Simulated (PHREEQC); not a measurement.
0.84 g of hydrous ferric oxide (600 m²/g; 0.2 weak and 0.005 strong sites per Fe, Dzombak-Morel constants, diffuse double layer) in 1 kg of water with 0.1 mol/kgw of an inert sodium salt and 0.16 mmol/kgw MgCl2, at 25 °C; the pH is set by adding NaOH or the inert anion's acid. Oxygen is held at 0.21 atm. CO2 from the air is kept out. No solid was allowed to form.

Base run: PHREEQC, ion-association model, wateq4f.dat. Each further column changes one thing. The table gives surface charge σ (C/m²).

```json
[
 {"pH": "4", "base": "0.321", "background salt from 0.1 to 0.01 mol/kgw": "0.221", "oxide from 0.84 to 4.2 g/kgw": "(withheld)"},
 {"pH": "4.5", "base": "0.273", "background salt from 0.1 to 0.01 mol/kgw": "0.164", "oxide from 0.84 to 4.2 g/kgw": "(withheld)"},
 {"pH": "5", "base": "0.215", "background salt from 0.1 to 0.01 mol/kgw": "0.116", "oxide from 0.84 to 4.2 g/kgw": "(withheld)"},
 {"pH": "6", "base": "0.112", "background salt from 0.1 to 0.01 mol/kgw": "0.051", "oxide from 0.84 to 4.2 g/kgw": "0.112"},
 {"pH": "6.5", "base": "0.074", "background salt from 0.1 to 0.01 mol/kgw": "0.031", "oxide from 0.84 to 4.2 g/kgw": "0.074"},
 {"pH": "7", "base": "0.045", "background salt from 0.1 to 0.01 mol/kgw": "0.018", "oxide from 0.84 to 4.2 g/kgw": "0.045"},
 {"pH": "7.5", "base": "0.023", "background salt from 0.1 to 0.01 mol/kgw": "(withheld)", "oxide from 0.84 to 4.2 g/kgw": "0.023"},
 {"pH": "8.5", "base": "-0.009", "background salt from 0.1 to 0.01 mol/kgw": "-0.003", "oxide from 0.84 to 4.2 g/kgw": "-0.013"},
 {"pH": "9", "base": "-0.027", "background salt from 0.1 to 0.01 mol/kgw": "-0.010", "oxide from 0.84 to 4.2 g/kgw": "-0.033"},
 {"pH": "9.5", "base": "-0.050", "background salt from 0.1 to 0.01 mol/kgw": "-0.020", "oxide from 0.84 to 4.2 g/kgw": "-0.058"},
 {"pH": "10", "base": "-0.081", "background salt from 0.1 to 0.01 mol/kgw": "-0.034", "oxide from 0.84 to 4.2 g/kgw": "-0.092"},
 {"pH": "11", "base": "-0.167", "background salt from 0.1 to 0.01 mol/kgw": "-0.087", "oxide from 0.84 to 4.2 g/kgw": "-0.187"},
 {"pH": "11.5", "base": "-0.218", "background salt from 0.1 to 0.01 mol/kgw": "(withheld)", "oxide from 0.84 to 4.2 g/kgw": "-0.245"},
 {"pH": "12", "base": "-0.264", "background salt from 0.1 to 0.01 mol/kgw": "-0.202", "oxide from 0.84 to 4.2 g/kgw": "-0.299"}
]
```

### Question
Fill in the missing entries.

### Answer

- 4, oxide from 0.84 to 4.2 g/kgw: 0.322
- 4.5, oxide from 0.84 to 4.2 g/kgw: 0.274
- 5, oxide from 0.84 to 4.2 g/kgw: 0.216
- 7.5, background salt from 0.1 to 0.01 mol/kgw: 0.009
- 11.5, background salt from 0.1 to 0.01 mol/kgw: -0.134
